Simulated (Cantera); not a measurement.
An isothermal, constant-pressure homogeneous reactor starts with C2H6 : N2 = 1 : 72 (molar parts), at 1025 K and 72000 Pa.

Computed with Cantera and GRI-Mech 3.0 (53 species, 325 reactions). GRI-Mech 3.0 stops at C3 and has no aromatics, soot or wall deposition, so with more carbon than oxygen in the feed, carbon stays in small species such as C2H2 where larger ones or solid carbon would form.

x: mole fraction; the columns are a selection and need not sum to one.

| t (s) | x C2H6 | x CH4 | x CH3 | x C2H2 | x HCN | x C2H |
|---|---|---|---|---|---|---|
| 0.000200 | 0.0137 | 9.52e-10 | 1.27e-8 | <1e-12 | <1e-12 | <1e-12 |
| 0.000422 | 0.0137 | 4.02e-9 | 2.48e-8 | <1e-12 | <1e-12 | <1e-12 |
| 0.000892 | 0.0137 | 1.61e-8 | 4.47e-8 | <1e-12 | <1e-12 | <1e-12 |
| 0.00188 | 0.0137 | 5.85e-8 | 6.98e-8 | <1e-12 | <1e-12 | <1e-12 |
| 0.00397 | 0.0137 | ___ | ___ | 2.03e-11 | <1e-12 | <1e-12 |
| 0.00839 | 0.0137 | 5.24e-7 | 1.22e-7 | 6.50e-10 | <1e-12 | <1e-12 |
| 0.0177 | 0.0136 | 1.68e-6 | 2.13e-7 | 1.33e-8 | <1e-12 | <1e-12 |
| 0.0374 | 0.0135 | ___ | 2.98e-7 | ___ | <1e-12 | <1e-12 |
| 0.0790 | 0.0131 | 1.53e-5 | 3.03e-7 | 1.10e-6 | <1e-12 | <1e-12 |
| 0.167 | 0.0124 | 3.60e-5 | 2.85e-7 | 5.66e-6 | <1e-12 | <1e-12 |
| 0.352 | 0.0110 | 7.96e-5 | 2.53e-7 | 2.48e-5 | <1e-12 | <1e-12 |
| 0.744 | 0.00838 | 0.000167 | 1.99e-7 | 9.35e-5 | <1e-12 | <1e-12 |
| 1.57 | 0.00482 | 0.000316 | 1.27e-7 | 0.000289 | <1e-12 | <1e-12 |
| 3.32 | 0.00185 | 0.000490 | 6.44e-8 | 0.000674 | <1e-12 | <1e-12 |
| 7.00 | 0.000581 | 0.000626 | 3.14e-8 | 0.00117 | <1e-12 | <1e-12 |

Question: Some entries are withheld; supply them.

Answer: 
- 0.00397, x CH4: 1.84e-7
- 0.00397, x CH3: 9.07e-8
- 0.0374, x CH4: 5.61e-6
- 0.0374, x C2H2: 1.59e-7
